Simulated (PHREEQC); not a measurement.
Consider water at 25 °C with 9.6 mmol/kgw KHSO4 and 0.038 mmol/kgw Sr(NO3)2. Closed to the air; pH follows from the charge balance.

The numbers come from PHREEQC with the ion-association model, phreeqc.dat.

Task: The ionic strength comes out as 0.0231 mol/kgw. What activity coefficients do Sr+2, HSO4-, K+, KSO4-, NO3- get?

Result: Sr+2 0.57, HSO4- 0.86, K+ 0.86, KSO4- 0.87, NO3- 0.86.

Precipitation was switched off in this run.
